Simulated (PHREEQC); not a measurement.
1 kg of water holding 0.39 mol/kgw MgCl2 and 0.2 mol/kgw NaCl is evaporated at 60 °C; the solids stay in contact with the brine. The system is closed to CO2. Only these solids could form: Bischofite, Brucite, Halite, MgCl2_4H2O.

All values are PHREEQC results (Pitzer model, pitzer.dat), not measurements.

```tsv
water left (kg)	ionic strength	water activity	Halite (mol)	Mg in solution (mol/kgw)	Cl in solution (mol/kgw)	Na in solution (mol/kgw)
1	1.37	0.974	0	0.390	0.980	0.200
0.8219	1.67	0.968	0	0.475	1.19	0.243
0.6755	2.03	0.960	0	0.577	1.45	0.296
0.5552	2.47	0.950	0	0.702	1.77	0.360
0.4563	3.00	0.936	0	0.855	…	0.438
0.375	3.65	0.918	0	1.04	2.61	0.533
0.3082	4.44	…	0	1.27	3.18	0.649
0.2533	5.41	0.862	0	1.54	…	0.789
0.2082	6.58	0.819	0	1.87	4.71	…
0.1711	8.01	0.762	0	2.28	5.73	1.17
0.1407	9.74	0.687	0	2.77	6.97	1.42
0.1156	11.4	0.619	…	3.37	8.00	1.25
0.09502	13.0	0.553	0.134	4.10	8.90	0.693
0.07809	15.3	0.455	0.176	4.99	10.3	0.306
```

Question: Some entries are withheld; supply them.

Answer: 
- 0.4563, Cl in solution (mol/kgw): 2.15
- 0.3082, water activity: 0.894
- 0.2533, Cl in solution (mol/kgw): 3.87
- 0.2082, Na in solution (mol/kgw): 0.961
- 0.1156, Halite (mol): 0.0552

Constants without temperature data keep their 25 °C values here.
